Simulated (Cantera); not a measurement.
Cantera run, input and output.

```python
import numpy as np
import cantera as ct

gas = ct.Solution("gri30.yaml")
gas.TPX = 950, 530, {'H2': 0.89, 'O2': 1}
inlet = ct.Reservoir(gas, clone=True)

reactor = ct.IdealGasConstPressureReactor(gas, energy="off", clone=False)
exhaust = ct.Reservoir(gas, clone=True)
tau = [9.2, 3.8, 1.6, 0.66, 0.28, 0.11, 0.048, 0.02, 0.0082, 0.0034][0]
for a, b in ((inlet, reactor), (reactor, exhaust)):
    ct.MassFlowController(a, b, mdot=lambda t: reactor.mass / tau)
net = ct.ReactorNet([reactor])
show = ['H2', 'O2', 'H2O', 'HO2', 'H', 'H2O2']

rows = []
print(f"{'tau/s':>10s}{'T/K':>9s}" + "".join(f"{s:>11s}" for s in show))
for tau in [9.2, 3.8, 1.6, 0.66, 0.28, 0.11, 0.048, 0.02, 0.0082, 0.0034]:
    net.initial_time = 0.0
    net.advance(30 * tau)
    before = gas.X
    net.advance(40 * tau)
    drift = np.max(np.abs(gas.X - before) / (gas.X + 1e-9))
    rows.append([gas.T, *gas[show].X, drift])
    print(f"{tau:10.3e}{gas.T:9.1f}" + "".join(f"{x:11.3e}" for x in gas[show].X))
```

Output:

```
     tau/s      T/K         H2         O2        H2O        HO2          H       H2O2
 9.200e+00    950.0  1.931e-03  3.840e-01  6.123e-01  7.086e-06  4.865e-04  4.196e-07
 3.800e+00    950.0  3.348e-03  3.839e-01  6.094e-01  8.136e-06  1.174e-03  4.254e-07
 1.600e+00    950.0  5.668e-03  3.838e-01  6.044e-01  8.929e-06  2.767e-03  4.123e-07
 6.600e-01    950.0  9.608e-03  3.837e-01  5.947e-01  9.469e-06  6.605e-03  3.827e-07
 2.800e-01    950.0  1.584e-02  3.834e-01  5.773e-01  9.691e-06  1.509e-02  3.406e-07
 1.100e-01    950.0  2.685e-02  3.827e-01  5.412e-01  9.505e-06  3.563e-02  2.825e-07
 4.800e-02    950.0  4.178e-02  3.818e-01  4.858e-01  8.864e-06  7.052e-02  2.253e-07
 2.000e-02    950.0  6.446e-02  3.819e-01  4.032e-01  7.753e-06  1.229e-01  1.717e-07
 8.200e-03    950.0  1.009e-01  3.888e-01  3.134e-01  6.572e-06  1.651e-01  1.390e-07
 3.400e-03    950.0  1.681e-01  4.113e-01  2.286e-01  5.576e-06  1.628e-01  1.215e-07
```

Computed with Cantera and GRI-Mech 3.0 (53 species, 325 reactions). Radical loss at walls, strong at low pressure, is not modelled. The temperature is held fixed by assumption; the heat of reaction is taken as removed at once.
